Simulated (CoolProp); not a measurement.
Vinyl chloride along the isotherm 326.6 K: density (kg/m³) from the reference equation and from simpler models built on Tc = 425.0 K, pc = 5.600 MPa, ω = 0.160; each cubic takes its own stable root.

Values from CoolProp's reference Helmholtz-energy equation of state, Thol 2022.

```
p (MPa)   phase  reference  van der Waals  Redlich-Kwong  Soave-Redlich-Kwong  Peng-Robinson
-------  ------  ---------  -------------  -------------  -------------------  -------------
0.00885     gas     0.2039         0.2039         0.2039               0.2039         0.2039
0.0168      gas     0.3875         0.3873         0.3875               0.3875         0.3876
0.0318      gas     0.7350         0.7342         0.7349               0.7350         0.7352
0.0603      gas      1.399          1.396          1.399                1.399          1.400
0.114       gas      2.665          2.654          2.663                2.665          2.667
0.217       gas      5.147          5.106          5.140                5.147          5.157
0.411       gas      10.04          9.875          10.01                10.04          10.07
0.779       gas      20.31          19.55          20.12                20.25          20.40
1.48     liquid      845.0          41.22          757.5                778.2          882.3
2.8      liquid      849.1          536.1          764.6                784.2          888.3
```

At some of these states van der Waals gives the other phase, because its saturation line lies elsewhere.
